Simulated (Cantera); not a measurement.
Thermodynamics of chlorosilane synthesis and conversion, feed Si + Cl2 + H2

Input: 1 mol Si, 1.1 mol Cl2, a varied amount of H2, equilibrated at 1125 K and 11.0 bar.

These are equilibrium values from Cantera (NASA tables, ideal gas, pure condensed phases), not measurements of a reactor. Candidate condensed phases: Si; 19 gas species. The tables' values for SiCl3 are old estimates; treat these amounts as uncertain. Equilibrium is a limit: real reactors are often held back by kinetics, nucleation or transport.

```tsv
n(H2) (mol)	x H2	x SiCl4	x SiHCl3	x HCl	x SiH2Cl2	x SiCl3	x SiCl2	x SiH3Cl	n Si(s)
0.23	0.207	0.589	0.176	0.0120	0.00643	0.00844	0.00149	6.29e-5	0.415
0.32	0.278	0.509	0.183	0.0135	0.00803	0.00756	0.00138	9.44e-5	0.409
0.43	0.350	0.435	0.182	0.0145	0.00937	0.00672	0.00128	0.000129	0.404
0.59	0.434	0.358	0.175	0.0154	0.0105	0.00580	0.00116	0.000169	0.398
0.81	0.519	0.286	0.162	0.0159	0.0112	0.00490	0.00103	0.000209	0.393
1.1	0.599	0.224	0.145	0.0161	0.0115	0.00408	0.000916	0.000243	0.387
1.5	0.673	0.170	0.125	0.0159	0.0113	0.00333	0.000799	0.000271	0.382
2.1	0.743	0.124	0.103	0.0155	0.0106	0.00262	0.000682	0.000290	0.376
2.9	0.799	0.0894	0.0840	0.0148	0.00968	0.00205	0.000579	0.000298	0.372
3.9	0.841	0.0653	0.0681	0.0140	0.00871	0.00162	0.000495	0.000298	0.368
5.4	0.879	0.0456	0.0531	0.0131	0.00760	0.00124	0.000413	0.000291	0.365
7.4	0.907	0.0318	0.0412	0.0122	0.00655	0.000944	0.000345	0.000278	0.362
10	0.928	0.0223	0.0319	0.0112	0.00561	0.000723	0.000289	0.000264	0.361
```
x: gas mole fraction; n: condensed amount in mol.

From 0.23 mol H2 to 10 mol H2 the condensed part is Si(s). The main Si-bearing gas is SiCl4 at 0.23 mol H2 and SiHCl3 at 10 mol H2. The share of Si in condensed phases is highest at 0.23 mol H2 (41.5 %) and lowest at 10 mol H2 (36.1 %).
